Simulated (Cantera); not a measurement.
Cantera run:

```python
import numpy as np
import cantera as ct

gas_names = """
    B BF BF2 BF3 BO BOF BOF2 BO2 B2 B2O B2O2 B2O3 B3O3F3 F FO FO2 F2 F2O O O2 O3
""".split()
cond_names = """
    B(b) B(L) B2O3(L)
""".split()


def load(file, names, dense=False):
    # The tables refer to 1 bar. Condensed volumes are neglected.
    table = {s.name: s for s in ct.Species.list_from_file(file)}
    out = []
    for n in names:
        d = dict(table[n].input_data)
        d["thermo"] = dict(d["thermo"], **{"reference-pressure": 1e5})
        if dense:
            d["equation-of-state"] = {"model": "constant-volume", "density": "1e6 g/cm^3"}
        out.append(ct.Species.from_dict(d))
    return out


gas = ct.Solution(thermo="ideal-gas", species=load("nasa_gas.yaml", gas_names))
cond = {s.name: ct.Solution(thermo="fixed-stoichiometry", species=[s], name=s.name)
        for s in load("nasa_condensed.yaml", cond_names, dense=True)}
atoms = {
    'BF3': {'B': 1, 'F': 3},
    'O2': {'O': 2},
}
top_T = {}  # K; cautious upper limits of use, not melting points


def equilibrate(T, P, feed):
    n = {}
    for name, mol in feed.items():
        for a, k in atoms[name].items():
            n[a] = n.get(a, 0.0) + k * mol
    gas.TPX = T, P, n
    mass = sum(n.values()) * gas.mean_molecular_weight
    gas.equilibrate("TP")
    valid = [c for c in cond.values() if c.min_temp <= T <= top_T.get(c.name, c.max_temp)]
    mix = ct.Mixture([(gas, mass / gas.mean_molecular_weight)] + [(c, 0.0) for c in valid])
    mix.T, mix.P = T, P
    mix.equilibrate("TP", solver="vcs", rtol=1e-11, max_steps=5000)
    return mix


results = []
feed = {'BF3': 1, 'O2': 0.35}  # mol
P = 27  # Pa
for T in [1123, 1223, 1323, 1423, 1523, 1623, 1723, 1823, 1923, 2023, 2123, 2223]:
    mix = equilibrate(T, P, feed)
    results.append((T, P, feed, dict(zip(mix.species_names, mix.species_moles))))

top = {s: max(r[3][s] / sum(r[3][g] for g in gas_names) for r in results) for s in gas_names}
cols = sorted((s for s in top if top[s] > 0.0001), key=lambda s: -top[s])[:7]
seen = [c for c in cond_names if any(r[3].get(c, 0) > 1e-12 for r in results)]
print("log10 of partial pressures in bar; condensed amounts in mol")
print(f"{'T/K':>10s}" + "".join(f"{s[:9]:>10s}" for s in cols + seen))
for T, P, feed, n in results:
    ng = sum(n[g] for g in gas_names)
    print(f"{T:10.4g}" + "".join(f"{np.log10(max(n[s] / ng * P / 1e5, 1e-99)):10.3f}" for s in cols)
          + "".join(f"{n.get(c, 0):10.4g}" for c in seen))
```

Output:

```
log10 of partial pressures in bar; condensed amounts in mol
       T/K       BF3         F        O2       BOF         O       BF2      BOF2
      1123    -3.699    -9.171    -4.155    -9.504   -10.434   -15.463   -10.331
      1223    -3.699    -8.288    -4.155    -8.604    -9.471   -13.957    -9.756
      1323    -3.699    -7.535    -4.155    -7.844    -8.653   -12.682    -9.269
      1423    -3.699    -6.887    -4.155    -7.192    -7.948   -11.588    -8.851
      1523    -3.700    -6.323    -4.156    -6.627    -7.337   -10.639    -8.489
      1623    -3.703    -5.830    -4.160    -6.133    -6.801    -9.809    -8.172
      1723    -3.709    -5.395    -4.168    -5.698    -6.329    -9.078    -7.897
      1823    -3.723    -5.013    -4.188    -5.316    -5.915    -8.431    -7.662
      1923    -3.752    -4.681    -4.229    -4.983    -5.556    -7.859    -7.470
      2023    -3.808    -4.398    -4.312    -4.700    -5.255    -7.356    -7.331
      2123    -3.903    -4.170    -4.469    -4.472    -5.022    -6.918    -7.262
      2223    -4.044    -4.004    -4.751    -4.307    -4.881    -6.532    -7.283
```

Cantera equilibrium calculation (NASA polynomials, part measured and part estimated; ideal gas, pure solids and liquids). The tables' values for BF2 are old estimates; treat these amounts as uncertain.
